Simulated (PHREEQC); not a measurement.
A solution holds 0.038 mol/kgw KCl and 0.0001 mol/kgw (CH3)4NF, at 20 °C. Closed to the air; pH follows from the charge balance.

Model: ion-association model, phreeqc.dat, run in PHREEQC.

No solid was allowed to form.

Task: Estimate the pH.

Result: pH 7.09.

(CH3)4N+ isn't in the database: it is added as a free cation with an ion size of 4 Å.
